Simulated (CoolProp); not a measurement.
Saturation properties of isobutane (Tc = 134.7 °C, pc = 3629 kPa, ω = 0.184).

Model: reference Helmholtz-energy equation of state, Bücker 2006, in CoolProp.

```json
[
 {"T (°C)": "-69.55", "p (kPa)": "4.928", "liquid density (kg/m³)": "654.1", "liquid cp (kJ/(kg K))": "1.980", "liquid conductivity (mW/(m K))": "127"},
 {"T (°C)": "-63.45", "p (kPa)": "7.434", "liquid density (kg/m³)": "648.0", "liquid cp (kJ/(kg K))": "2.003", "liquid conductivity (mW/(m K))": "125"},
 {"T (°C)": "-57.35", "p (kPa)": "10.92", "liquid density (kg/m³)": "641.9", "liquid cp (kJ/(kg K))": "2.025", "liquid conductivity (mW/(m K))": "122"},
 {"T (°C)": "-51.35", "p (kPa)": "15.56", "liquid density (kg/m³)": "635.8", "liquid cp (kJ/(kg K))": "2.048", "liquid conductivity (mW/(m K))": "120"},
 {"T (°C)": "-45.25", "p (kPa)": "21.81", "liquid density (kg/m³)": "629.6", "liquid cp (kJ/(kg K))": "2.073", "liquid conductivity (mW/(m K))": "117"},
 {"T (°C)": "-39.25", "p (kPa)": "29.82", "liquid density (kg/m³)": "623.3", "liquid cp (kJ/(kg K))": "2.097", "liquid conductivity (mW/(m K))": "115"},
 {"T (°C)": "-33.15", "p (kPa)": "40.22", "liquid density (kg/m³)": "616.9", "liquid cp (kJ/(kg K))": "2.123", "liquid conductivity (mW/(m K))": "112"},
 {"T (°C)": "-27.15", "p (kPa)": "53.09", "liquid density (kg/m³)": "610.6", "liquid cp (kJ/(kg K))": "2.150", "liquid conductivity (mW/(m K))": "110"},
 {"T (°C)": "-21.05", "p (kPa)": "69.33", "liquid density (kg/m³)": "604.0", "liquid cp (kJ/(kg K))": "2.178", "liquid conductivity (mW/(m K))": "107"},
 {"T (°C)": "-15.05", "p (kPa)": "88.87", "liquid density (kg/m³)": "597.5", "liquid cp (kJ/(kg K))": "2.206", "liquid conductivity (mW/(m K))": "105"},
 {"T (°C)": "-8.95", "p (kPa)": "112.9", "liquid density (kg/m³)": "590.7", "liquid cp (kJ/(kg K))": "2.236", "liquid conductivity (mW/(m K))": "102"},
 {"T (°C)": "-2.95", "p (kPa)": "141.2", "liquid density (kg/m³)": "583.9", "liquid cp (kJ/(kg K))": "2.267", "liquid conductivity (mW/(m K))": "99.7"},
 {"T (°C)": "3.15", "p (kPa)": "175.2", "liquid density (kg/m³)": "576.9", "liquid cp (kJ/(kg K))": "2.300", "liquid conductivity (mW/(m K))": "97.4"}
]
```

It boils at -11.7 °C under 1 atm.

Thermal conductivity comes from a separate model (Perkins 2002).
